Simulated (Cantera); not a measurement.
Equilibrium for silicon oxide and oxynitride deposition: Si₂H₆ + NO + N₂

A closed system holds: 1 mol Si₂H₆, 0.57 mol NO, 1.7 mol N₂, held at 0.310 bar.

Equilibrium computed with Cantera from the NASA thermochemical tables; the gas is ideal and each condensed phase is pure. Candidate condensed phases: H₂O, Si, SiO₂, Si₂N₂O, Si₃N₄; 35 gas species. The feed counts by its element totals alone. Mutual solubility and eutectic melting of coexisting phases are not modelled. The tables' values for SiN are old estimates; treat these amounts as uncertain. Gases not in the tables: Si₂H₆ and higher silanes. The numbers say what is thermodynamically allowed, not how fast it happens.

```csv
T (K),log p H₂,log p N₂,log p SiO,log p H,log p Si,log p NH₃,n Si₂N₂O(s),n Si₃N₄(s),n Si(l)
823,-0.62,-1.17,<-12,-11.44,<-12,-4.13,0.570,0.287,0
923,-0.62,-1.17,<-12,-9.92,<-12,-4.50,0.570,0.287,0
1023,-0.62,-1.17,<-12,-8.69,<-12,-4.81,0.570,0.287,0
1123,-0.62,-1.17,<-12,-7.68,<-12,-5.06,0.570,0.287,0
1223,-0.62,-1.17,-11.69,-6.83,<-12,-5.27,0.570,0.287,0
1323,-0.62,-1.17,-9.81,-6.11,<-12,-5.45,0.570,0.287,0
1423,-0.62,-1.17,-8.20,-5.49,-11.38,-5.61,0.570,0.287,0
1523,-0.62,-1.17,-6.81,-4.94,-9.72,-5.75,0.570,0.287,0
1623,-0.62,-1.17,-5.59,-4.47,-8.26,-5.87,0.570,0.287,0
1723,-0.62,-1.17,-4.52,-4.05,-6.98,-5.97,0.570,0.287,0
1823,-0.62,-1.17,-3.57,-3.67,-5.84,-6.06,0.567,0.288,0
1923,-0.62,-1.17,-2.72,-3.34,-4.82,-6.15,0.546,0.294,0
2023,-0.72,-0.98,-1.81,-3.08,-4.24,-6.29,0.322,0,1.11
2123,-0.78,-0.96,-1.50,-2.83,-3.77,-6.43,0,0,1.42
```
log p: log10 of the partial pressure in bar; n: condensed amount in mol.

From 823 K to 1923 K the condensed part is Si₂N₂O(s) + Si₃N₄(s). At 2023 K the condensed part is Si(l) + Si₂N₂O(s). At 2123 K the condensed part is Si(l).
